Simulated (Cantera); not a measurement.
Charge: 1 mol SiCl4, 2 mol H2, held at 925 °C and 28000 Pa.

Equilibrium computed with Cantera from the NASA thermochemical tables; the gas is ideal and each condensed phase is pure. Candidate condensed phases: Si; 19 gas species. The tables' values for SiCl3 are old estimates; treat these amounts as uncertain. Kinetics and transport are ignored.

Base state: H2 0.587, SiCl4 0.253, HCl 0.0854, SiHCl3 0.0468, SiCl3 0.0167, SiCl2 0.00978, SiH2Cl2 0.00113 (mole fractions); condensed: gas only.

**Question.** What changes in the equilibrium state with this change: pressure from 28000 Pa to 100000 Pa?

**Answer.** 
```json
[
 {"species": "H2", "before": "0.587", "after": "0.594"},
 {"species": "SiCl4", "before": "0.253", "after": "0.260"},
 {"species": "HCl", "before": "0.0854", "after": "0.0756"},
 {"species": "SiHCl3", "before": "0.0468", "after": "0.0550"},
 {"species": "SiCl3", "before": "0.0167", "after": "0.0103"},
 {"species": "SiCl2", "before": "0.00978", "after": "0.00363"},
 {"species": "SiH3Cl", "before": "7.50e-6", "after": "1.15e-5"},
 {"species": "SiH2Cl2", "before": "0.00113", "after": "0.00152"}
]
```
